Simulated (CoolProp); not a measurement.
Model: reference Helmholtz-energy equation of state, Tillner-Roth 1994, in CoolProp.

### Question
Give the vapour pressure (MPa), liquid density (kg/m³), vapour Z, liquid conductivity (mW/(m K)) of saturated R134a at 43.15 °C.

### Answer
| T (°C) | p (MPa) | liquid density (kg/m³) | vapour Z | liquid conductivity (mW/(m K)) |
|---|---|---|---|---|
| 43.15 | 1.11 | 1130 | 0.783 | 73.4 |

Thermal conductivity comes from a separate model (McLinden 2000), an estimate that may be off by 10 % or more.
